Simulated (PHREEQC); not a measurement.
A PHREEQC speciation (ion-association model, wateq4f.dat) at 65 °C gives pH 2.75 and these molalities:

```
species     mol/kgw
----------  -------
Ni+2         0.0162
SO4-2        0.0131
NiSO4       0.00880
H2PO4-      0.00524
HSO4-       0.00311
H+          0.00214
H3PO4       0.00166
Ni(SO4)2-2  4.72e-6
```

### Question
What are the element totals, and what could have been dissolved in 1 kg of water to give them?

### Answer
One answer among several that fit: totals Ni 0.0250, P 0.00690, S(6) 0.0250 mol/kgw, from 0.0069 mol H3PO4 and 0.025 mol NiSO4 per kg of water.

No solid was allowed to form. Species that the database lacks are ignored. H3PO4, which wateq4f.dat lacks, is added to it with the constant of phreeqc.dat. Away from 25 °C the constants follow the database's enthalpies or fits; those with neither stay at their 25 °C values. The database has no phosphate complexes of Ni.
